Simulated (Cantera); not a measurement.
## Thermodynamics of carbothermic reduction, feed PbO + C + H2

Input: 1 mol PbO, 0.55 mol C, 0.2 mol H2, held at 0.0100 bar.

Method: chemical equilibrium by Gibbs-energy minimisation in Cantera with the NASA 1993 tables (ideal gas, pure condensed phases). Candidate condensed phases: C, C6H6, C7H8, C8H18, H2O, Pb, PbO, PbO2, Pb3O4; 113 gas species. Gases not in the tables: (PbO)n polymers. Rates play no part.

```tsv
T (K)	x Pb	x CO	x CO2	x H2O	x PbO	x H	x H2	x OH	x O2
1800	0.567	0.153	0.161	0.0912	0.00455	0.000539	0.0227	0.000143	4.69e-6
1850	0.565	0.155	0.159	0.0916	0.00583	0.000802	0.0221	0.000245	1.23e-5
1900	0.564	0.157	0.157	0.0917	0.00734	0.00117	0.0217	0.000406	3.04e-5
1950	0.562	0.159	0.155	0.0917	0.00908	0.00167	0.0213	0.000654	7.10e-5
2000	0.559	0.161	0.153	0.0914	0.0111	0.00236	0.0210	0.00102	0.000158
2050	0.557	0.163	0.150	0.0908	0.0132	0.00327	0.0208	0.00156	0.000333
2100	0.553	0.166	0.147	0.0898	0.0156	0.00447	0.0206	0.00232	0.000667
2150	0.550	0.170	0.143	0.0883	0.0179	0.00604	0.0205	0.00336	0.00127
2200	0.545	0.174	0.138	0.0862	0.0202	0.00808	0.0206	0.00472	0.00228
2250	0.541	0.178	0.131	0.0833	0.0223	0.0107	0.0208	0.00645	0.00386
2300	0.535	0.184	0.124	0.0795	0.0239	0.0141	0.0211	0.00854	0.00611
2350	0.529	0.190	0.115	0.0747	0.0248	0.0183	0.0215	0.0109	0.00906
2400	0.523	0.197	0.104	0.0689	0.0251	0.0236	0.0221	0.0136	0.0126
```
x: gas mole fraction; nothing condenses.

From 1800 K to 2400 K nothing is condensed.
